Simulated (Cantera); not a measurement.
Cantera run:

```python
import numpy as np
import cantera as ct

gas_names = """
    C CO CO2 C2 C2O C3 C3O2 C4 C5 Cu CuO Cu2 O O2 O3
""".split()
cond_names = """
    C(gr) Cu(cr) Cu(L) CuO(s) Cu2O(s) Cu2O(L)
""".split()


# ... load() reads the species with a 1 bar reference pressure and builds the phases ...
atoms = {
    'Cu2O': {'Cu': 2, 'O': 1},
    'CO': {'C': 1, 'O': 1},
}
top_T = {'C(gr)': 4500, 'CuO(s)': 1390}  # K; cautious upper limits of use, not melting points


# ... equilibrate(T, P, feed) seeds the gas with the atoms and calls Mixture.equilibrate('TP', solver="vcs", rtol=1e-11, max_steps=5000) ...
results = []
feed = {'Cu2O': 1, 'CO': 13}  # mol
P = 133.322  # Pa
for T in [1175, 1275, 1375, 1475, 1575, 1675, 1775, 1875, 1975, 2075, 2175]:
    mix = equilibrate(T, P, feed)
    results.append((T, P, feed, dict(zip(mix.species_names, mix.species_moles))))

top = {s: max(r[3][s] / sum(r[3][g] for g in gas_names) for r in results) for s in gas_names}
cols = sorted((s for s in top if top[s] > 0.0001), key=lambda s: -top[s])[:7]
seen = [c for c in cond_names if any(r[3].get(c, 0) > 1e-12 for r in results)]
print("log10 of partial pressures in bar; condensed amounts in mol")
print(f"{'T/K':>10s}" + "".join(f"{s[:9]:>10s}" for s in cols + seen))
for T, P, feed, n in results:
    ng = sum(n[g] for g in gas_names)
    print(f"{T:10.4g}" + "".join(f"{np.log10(max(n[s] / ng * P / 1e5, 1e-99)):10.3f}" for s in cols)
          + "".join(f"{n.get(c, 0):10.4g}" for c in seen))
```

Output:

```
log10 of partial pressures in bar; condensed amounts in mol
       T/K        CO        Cu       CO2         O        O2       Cu2    Cu(cr)     Cu(L)
      1175    -2.910    -8.218    -3.989   -16.934   -18.197   -12.893         2         0
      1275    -2.910    -7.063    -3.989   -15.068   -16.233   -11.256     1.999         0
      1375    -2.910    -6.085    -3.989   -13.474   -14.556    -9.877         0     1.992
      1475    -2.912    -5.271    -3.991   -12.097   -13.110    -8.749         0     1.948
      1575    -2.919    -4.563    -3.998   -10.895   -11.849    -7.771         0     1.728
      1675    -2.949    -3.942    -4.028    -9.837   -10.741    -6.914         0    0.7799
      1775    -2.972    -3.751    -4.051    -8.899    -9.760    -6.873         0         0
      1875    -2.972    -3.750    -4.051    -8.061    -8.885    -7.178         0         0
      1975    -2.972    -3.750    -4.052    -7.309    -8.100    -7.454         0         0
      2075    -2.972    -3.750    -4.053    -6.631    -7.395    -7.704         0         0
      2175    -2.972    -3.751    -4.058    -6.019    -6.764    -7.931         0         0
```

Equilibrium computed with Cantera from the NASA thermochemical tables; the gas is ideal and each condensed phase is pure.
